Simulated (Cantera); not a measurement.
Carbon deposition, reforming and gasification: toluene + CO2

A closed system holds: 1 mol toluene, 1.8 mol CO2, held at 0.00170 bar.

Method: chemical equilibrium by Gibbs-energy minimisation in Cantera with the NASA 1993 tables (ideal gas, pure condensed phases). Candidate condensed phases: C, C6H6, C7H8, C8H18, H2O; 110 gas species. Rates play no part.

From 2248 K to 2898 K the condensed part is C(graphite). The main C-bearing gas is CO throughout.

```tsv
T (K)	x H	x CO	x H2	x C3	x C	x C2	n C(graphite)
2248	0.118	0.446	0.435	3.68e-6	2.07e-6	3.24e-7	5.18
2298	0.149	0.438	0.411	9.48e-6	4.76e-6	8.42e-7	5.17
2348	0.185	0.430	0.383	2.34e-5	1.06e-5	2.10e-6	5.16
2398	0.226	0.420	0.351	5.58e-5	2.27e-5	5.04e-6	5.15
2448	0.271	0.409	0.316	0.000128	4.72e-5	1.17e-5	5.14
2498	0.319	0.398	0.279	0.000283	9.52e-5	2.61e-5	5.13
2548	0.368	0.386	0.241	0.000608	0.000187	5.65e-5	5.11
2598	0.417	0.374	0.204	0.00127	0.000358	0.000119	5.08
2648	0.462	0.362	0.168	0.00256	0.000668	0.000243	5.03
2698	0.503	0.351	0.135	0.00504	0.00122	0.000482	4.93
2748	0.536	0.340	0.106	0.00967	0.00217	0.000935	4.74
2798	0.561	0.329	0.0811	0.0181	0.00379	0.00177	4.40
2848	0.575	0.316	0.0602	0.0332	0.00649	0.00327	3.77
2898	0.574	0.300	0.0429	0.0595	0.0109	0.00592	2.59
```
x: gas mole fraction; n: condensed amount in mol.
